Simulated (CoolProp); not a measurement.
Fluorine along the isobar 13000 kPa: Z from the reference equation and from simpler models built on Tc = 144.4 K, pc = 5240 kPa, ω = 0.045; each cubic takes its own stable root.

Values from CoolProp's reference Helmholtz-energy equation of state, de Reuck 1990.

```csv
T (K),phase,reference
89.8,liquid,0.4400
98.7,liquid,0.4166
107.7,liquid,0.3991
116.6,liquid,0.3872
125.5,liquid,0.3806
134.5,liquid,0.3798
143.4,liquid,0.3868
152.3,supercritical,0.4057
161.3,supercritical,0.4450
170.2,supercritical,0.5118
179.1,supercritical,0.5925
188.1,supercritical,0.6657
```

**Question.** How far does each simpler model (van der Waals, Peng-Robinson) lie from the reference over these 12 states: mean and median of the absolute difference, and the worst?

**Answer.** 
- van der Waals: mean 26.8 %, median 32.9 %, worst +42.0 % at 89.8 K and 13000 kPa
- Peng-Robinson: mean 6.3 %, median 6.7 %, worst -11.8 % at 89.8 K and 13000 kPa
